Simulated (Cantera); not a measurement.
**Equilibrium for oxide etching and cleaning by halides: B2O3 + BCl3 + O2**

Feed: 1 mol B2O3, 2.8 mol BCl3, a varied amount of O2, at 1400 K and 7.50 Torr.

These are equilibrium values from Cantera (NASA tables, ideal gas, pure condensed phases), not measurements of a reactor. Candidate condensed phases: B, B2O3; 18 gas species. The tables' values for BOCl are old estimates; treat these amounts as uncertain. Kinetics and transport are ignored.

From 1.2 mol O2 to 9.9 mol O2 the condensed part is B2O3(l). The main B-bearing gas is BCl3 at 1.2 mol O2 and B2O3 at 9.9 mol O2.

| n(O2) (mol) | x Cl2 | x O2 | x Cl | x BCl3 | x B3O3Cl3 | x BOCl | x ClO | x B2O3 | n B2O3(l) |
|---|---|---|---|---|---|---|---|---|---|
| 1.2 | 0.495 | 1.74e-6 | 0.200 | 0.221 | 0.0725 | 0.0114 | 7.43e-7 | 0.000240 | 1.49 |
| 1.9 | 0.700 | 3.22e-5 | 0.238 | 0.0417 | 0.0137 | 0.00654 | 3.80e-6 | 0.000240 | 2.19 |
| 2.6 | 0.671 | 0.0941 | 0.233 | 9.86e-5 | 3.23e-5 | 0.000872 | 0.000201 | 0.000240 | 2.40 |
| 3.4 | 0.573 | 0.211 | 0.215 | 4.24e-5 | 1.39e-5 | 0.000658 | 0.000278 | 0.000240 | 2.40 |
| 4.1 | 0.507 | 0.290 | 0.202 | 2.78e-5 | 9.11e-6 | 0.000572 | 0.000307 | 0.000240 | 2.40 |
| 4.8 | 0.454 | 0.354 | 0.191 | 2.03e-5 | 6.65e-6 | 0.000515 | 0.000321 | 0.000240 | 2.40 |
| 5.5 | 0.410 | 0.406 | 0.182 | 1.57e-5 | 5.16e-6 | 0.000473 | 0.000327 | 0.000240 | 2.40 |
| 6.3 | 0.370 | 0.456 | 0.173 | 1.23e-5 | 4.04e-6 | 0.000436 | 0.000329 | 0.000240 | 2.40 |
| 7 | 0.340 | 0.493 | 0.166 | 1.02e-5 | 3.36e-6 | 0.000410 | 0.000328 | 0.000240 | 2.40 |
| 7.7 | 0.314 | 0.526 | 0.159 | 8.68e-6 | 2.85e-6 | 0.000388 | 0.000325 | 0.000240 | 2.40 |
| 8.5 | 0.289 | 0.557 | 0.153 | 7.33e-6 | 2.40e-6 | 0.000367 | 0.000321 | 0.000240 | 2.39 |
| 9.2 | 0.270 | 0.582 | 0.148 | 6.41e-6 | 2.10e-6 | 0.000351 | 0.000317 | 0.000240 | 2.39 |
| 9.9 | 0.253 | 0.603 | 0.143 | 5.66e-6 | 1.85e-6 | 0.000336 | 0.000313 | 0.000240 | 2.39 |
x: gas mole fraction; n: condensed amount in mol.
